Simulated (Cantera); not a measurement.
A perfectly stirred reactor is fed with 41.7 % CH4, 58.3 % H2O, at 20300 Torr; it is held at 1850 K, and followed from long to short residence time.

Computed with Cantera and GRI-Mech 3.0 (53 species, 325 reactions). The pressure lies above the range GRI-Mech 3.0 was tuned for (to about 10 atm).

Task: Predict: x(CH4) at τ = 12.0 s; x(H2O) at τ = 12.0 s; x(H2) at τ = 12.0 s; x(CH4) at τ = 29.0 ms; x(H2O) at τ = 29.0 ms; x(H2) at τ = 29.0 ms; x(C2H) at τ = 29.0 ms.

Result: 
```json
{
 "x(CH4) at τ = 12.0 s": "0.00355",
 "x(H2O) at τ = 12.0 s": "0.0882",
 "x(H2) at τ = 12.0 s": "0.683",
 "x(CH4) at τ = 29.0 ms": "0.0766",
 "x(H2O) at τ = 29.0 ms": "0.248",
 "x(H2) at τ = 29.0 ms": "0.508",
 "x(C2H) at τ = 29.0 ms": "4.59e-8"
}
```
